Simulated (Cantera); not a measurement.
A Cantera script and its output.

```python
import numpy as np
import cantera as ct

gas = ct.Solution("gri30.yaml")
gas.TPX = 675, 330000, {'CO': 1, 'H2': 0.044, 'O2': 0.373, 'N2': 1.4, 'CO2': 0.13}
inlet = ct.Reservoir(gas, clone=True)
gas.equilibrate("HP")  # start burning
reactor = ct.IdealGasConstPressureReactor(gas, energy="on", clone=False)
exhaust = ct.Reservoir(gas, clone=True)
tau = [0.29, 0.12, 0.051, 0.021, 0.0089, 0.0037, 0.0016, 0.00065, 0.00027, 0.00011, 4.7e-05][0]
for a, b in ((inlet, reactor), (reactor, exhaust)):
    ct.MassFlowController(a, b, mdot=lambda t: reactor.mass / tau)
net = ct.ReactorNet([reactor])
show = ['CO', 'H2', 'O2', 'O', 'NO2']

rows = []
print(f"{'tau/s':>10s}{'T/K':>9s}" + "".join(f"{s:>11s}" for s in show))
for tau in [0.29, 0.12, 0.051, 0.021, 0.0089, 0.0037, 0.0016, 0.00065, 0.00027, 0.00011, 4.7e-05]:
    net.initial_time = 0.0
    net.advance(30 * tau)
    before = gas.X
    net.advance(40 * tau)
    drift = np.max(np.abs(gas.X - before) / (gas.X + 1e-9))
    rows.append([gas.T, *gas[show].X, drift])
    print(f"{tau:10.3e}{gas.T:9.1f}" + "".join(f"{x:11.3e}" for x in gas[show].X))
```

Output:

```
     tau/s      T/K         CO         H2         O2          O        NO2
 2.900e-01   2515.7  1.242e-01  9.578e-04  3.318e-03  5.141e-04  4.837e-07
 1.200e-01   2512.9  1.246e-01  9.608e-04  3.501e-03  5.426e-04  4.986e-07
 5.100e-02   2506.6  1.254e-01  9.675e-04  3.911e-03  6.074e-04  5.299e-07
 2.100e-02   2492.4  1.272e-01  9.833e-04  4.853e-03  7.634e-04  5.925e-07
 8.900e-03   2464.1  1.308e-01  1.016e-03  6.722e-03  1.100e-03  6.762e-07
 3.700e-03   2411.3  1.374e-01  1.079e-03  1.016e-02  1.816e-03  7.033e-07
 1.600e-03   2331.8  1.470e-01  1.177e-03  1.506e-02  3.076e-03  5.586e-07
 6.500e-04   2215.3  1.601e-01  1.317e-03  2.153e-02  5.269e-03  3.142e-07
 2.700e-04   2076.0  1.745e-01  1.462e-03  2.835e-02  8.328e-03  1.722e-07
 1.100e-04   1908.3  1.907e-01  1.571e-03  3.596e-02  1.216e-02  1.169e-07
 4.700e-05   1707.6  2.125e-01  1.631e-03  4.708e-02  1.469e-02  7.831e-08
```

Cantera simulation using GRI-Mech 3.0 (53 species, 325 reactions); the numbers are that mechanism's predictions, not measurements. The hydrogen kinetics of GRI-Mech 3.0 are dated; newer H2 mechanisms differ, most at raised pressure.
